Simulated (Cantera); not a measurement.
# Reactions in the system H-O-Si

Source: NASA polynomial tables (part measured, part estimated), evaluated in Cantera. Values are per mole of reaction as written; species without (g) are pure solids or liquids, kept so even where they would boil at 1 bar.

H₂O₂(g) + 2 Si(g) ⇌ 2 SiO(g) + 2 H(g)

```tsv
T (K)	ΔH° (kJ)	ΔS° (J/K)	ΔG° (kJ)	log10 K
300	-528.5	82.2	-553.2	96.31
375	-527.4	85.4	-559.4	77.93
475	-526.0	88.8	-568.2	62.48
575	-524.7	91.4	-577.2	52.43
675	-523.4	93.3	-586.4	45.38
775	-522.3	94.9	-595.8	40.16
875	-521.2	96.2	-605.4	36.14
975	-520.3	97.2	-615.1	32.95
1075	-519.5	98.0	-624.8	30.36
```

3 OH(g) + 4 Si ⇌ SiH₃(g) + 3 SiO(g)

```
T (K)  ΔH° (kJ)  ΔS° (J/K)  ΔG° (kJ)  log10 K
-----  --------  ---------  --------  -------
300      -210.0      224.5    -277.4    48.29
375      -213.1      215.5    -293.9    40.93
475      -217.0      206.2    -314.9    34.63
575      -220.5      199.5    -335.2    30.45
675      -223.5      194.6    -354.9    27.46
775      -226.3      190.8    -374.1    25.22
875      -228.7      187.8    -393.1    23.46
975      -231.1      185.2    -411.7    22.06
1075     -233.5      182.9    -430.1    20.90
```

5 O₂(g) + 4 SiH₃(g) ⇌ 6 H₂O(g) + 4 SiO(g)

```csv
T (K),ΔH° (kJ),ΔS° (J/K),ΔG° (kJ),log10 K
300,-2690.0,87.6,-2716.3,472.94
375,-2689.1,90.4,-2723.0,379.29
475,-2689.4,89.8,-2732.1,300.43
575,-2691.1,86.5,-2740.9,248.99
675,-2694.2,81.7,-2749.3,212.75
775,-2698.3,76.1,-2757.2,185.83
875,-2703.1,70.2,-2764.5,165.03
975,-2708.4,64.5,-2771.2,148.46
1075,-2713.9,59.1,-2777.4,134.95
```
